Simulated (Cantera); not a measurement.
**Hydrocarbon pyrolysis for carbon deposition**

A perfectly stirred reactor is fed with C2H6 : N2 = 1 : 57 (molar parts), at 0.133 bar; it is held at 1848 K, and followed from long to short residence time.

Computed with Cantera and GRI-Mech 3.0 (53 species, 325 reactions). GRI-Mech 3.0 stops at C3 and has no aromatics, soot or wall deposition, so with more carbon than oxygen in the feed, carbon stays in small species such as C2H2 where larger ones or solid carbon would form.

```json
[
 {"τ (s)": "0.35", "x C2H6": "2.33e-6", "x C2H2": "0.0160", "x CH2": "2.04e-6", "x CH4": "0.000668", "x HCN": "0.000512", "x CH3": "0.000161"},
 {"τ (s)": "0.18", "x C2H6": "4.38e-6", "x C2H2": "0.0159", "x CH2": "2.93e-6", "x CH4": "0.000832", "x HCN": "0.000410", "x CH3": "0.000220"},
 {"τ (s)": "0.091", "x C2H6": "8.35e-6", "x C2H2": "0.0158", "x CH2": "4.21e-6", "x CH4": "0.00104", "x HCN": "0.000324", "x CH3": "0.000302"},
 {"τ (s)": "0.047", "x C2H6": "1.56e-5", "x C2H2": "0.0156", "x CH2": "5.92e-6", "x CH4": "0.00128", "x HCN": "0.000255", "x CH3": "0.000412"},
 {"τ (s)": "0.024", "x C2H6": "2.94e-5", "x C2H2": "0.0153", "x CH2": "8.28e-6", "x CH4": "0.00157", "x HCN": "0.000197", "x CH3": "0.000566"},
 {"τ (s)": "0.012", "x C2H6": "5.64e-5", "x C2H2": "0.0149", "x CH2": "1.15e-5", "x CH4": "0.00193", "x HCN": "0.000149", "x CH3": "0.000787"},
 {"τ (s)": "0.0062", "x C2H6": "0.000105", "x C2H2": "0.0144", "x CH2": "1.55e-5", "x CH4": "0.00232", "x HCN": "0.000112", "x CH3": "0.00108"},
 {"τ (s)": "0.0032", "x C2H6": "0.000194", "x C2H2": "0.0136", "x CH2": "2.05e-5", "x CH4": "0.00272", "x HCN": "8.37e-5", "x CH3": "0.00148"},
 {"τ (s)": "0.0016", "x C2H6": "0.000369", "x C2H2": "0.0124", "x CH2": "2.69e-5", "x CH4": "0.00310", "x HCN": "6.04e-5", "x CH3": "0.00207"},
 {"τ (s)": "0.00083", "x C2H6": "0.000677", "x C2H2": "0.0108", "x CH2": "3.38e-5", "x CH4": "0.00333", "x HCN": "4.34e-5", "x CH3": "0.00282"}
]
```
x: mole fraction; the columns are a selection and need not sum to one.
